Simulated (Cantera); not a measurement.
Cantera run:

```python
import numpy as np
import cantera as ct

gas_names = [...]  # 130 gases of nasa_gas.yaml made of C, H, Mg, O, S
cond_names = """
    C(gr) C6H6(L) C7H8(L) C8H18(L),n-octa H2O(s) H2O(L) H2SO4(L) Mg(cr) Mg(L) MgCO3(s) MgO(s) MgO(L)
    MgO2H2(s) MgS(s) MgSO4(s) MgSO4(L) S(cr1) S(cr2) S(L)
""".split()


# ... load() reads the species with a 1 bar reference pressure and builds the phases ...
atoms = {
    'MgSO4': {'Mg': 1, 'S': 1, 'O': 4},
    'C': {'C': 1},
    'H2O': {'H': 2, 'O': 1},
}
top_T = {'C(gr)': 4500, 'MgS(s)': 2250}  # K; cautious upper limits of use, not melting points


# ... equilibrate(T, P, feed) seeds the gas with the atoms and calls Mixture.equilibrate('TP', solver="vcs", rtol=1e-11, max_steps=5000) ...
results = []
feed = {'MgSO4': 1, 'C': 0.016, 'H2O': 5.4}  # mol
T = 723.15  # K
P = 120  # Pa
mix = equilibrate(T, P, feed)
results.append((T, P, feed, dict(zip(mix.species_names, mix.species_moles))))
print(gas.report(threshold=1e-06))
for i in range(1, mix.n_phases):
    print(f"{mix.phase(i).name:16s} {mix.phase_moles(i):12.5e} mol")
```

Result:

```
       temperature   723.15 K
          pressure   120 Pa
           density   0.00036647 kg/m^3
  mean mol. weight   18.362 kg/kmol
   phase of matter   gas

                          1 kg             1 kmol
                     ---------------   ---------------
          enthalpy       -1.2389e+07       -2.2749e+08  J
   internal energy       -1.2717e+07        -2.335e+08  J
           entropy             15077        2.7684e+05  J/K
    Gibbs function       -2.3292e+07       -4.2769e+08  J
 heat capacity c_p            2064.3             37905  J/K
 heat capacity c_v            1611.5             29591  J/K

                      mass frac. Y      mole frac. X     chem. pot. / RT
                     ---------------   ---------------   ---------------
               CO2          0.007039         0.0029369           -105.21
               H2O           0.97247           0.99119           -70.903
               SO2          0.020491         0.0058736           -92.658
     [ +127 minor]        5.5483e-08        1.0576e-07

C(gr)             0.00000e+00 mol
H2SO4(L)          0.00000e+00 mol
Mg(cr)            0.00000e+00 mol
MgCO3(s)          0.00000e+00 mol
MgO(s)            3.19995e-02 mol
MgO2H2(s)         0.00000e+00 mol
MgS(s)            0.00000e+00 mol
MgSO4(s)          9.68000e-01 mol
S(L)              0.00000e+00 mol
```

These are equilibrium values from Cantera (NASA tables, ideal gas, pure condensed phases), not measurements of a reactor.
